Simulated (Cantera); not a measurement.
Standard-state values (1 bar) from the NASA 1993 polynomials, evaluated with Cantera. Values are per mole of reaction as written; species without (g) are pure solids or liquids, kept so even where they would boil at 1 bar.

2 HI(g) ⇌ 2 H(g) + I2(g), with ΔH° = 445.7 kJ and ΔS° = 77.1 J/K at 300 K.

**Question.** How far is the shortcut ΔG° ≈ ΔH°(300 K) − T·ΔS°(300 K) from the full temperature-dependent value at 398, 423, 448, 473, 498, 523, 548, 573, 598 K?

**Answer.** 
| T (K) | shortcut (kJ) | full (kJ) | difference (kJ) | difference in log10 K |
|---|---|---|---|---|
| 398 | 415.1 | 414.8 | 0.3 | -0.04 |
| 423 | 413.1 | 412.7 | 0.5 | -0.06 |
| 448 | 411.2 | 410.6 | 0.6 | -0.07 |
| 473 | 409.3 | 408.4 | 0.9 | -0.09 |
| 498 | 407.4 | 406.3 | 1.1 | -0.12 |
| 523 | 405.4 | 404.1 | 1.4 | -0.14 |
| 548 | 403.5 | 401.8 | 1.7 | -0.16 |
| 573 | 401.6 | 399.6 | 2.0 | -0.18 |
| 598 | 399.6 | 397.3 | 2.3 | -0.20 |
The shortcut ignores the heat-capacity change of the reaction.
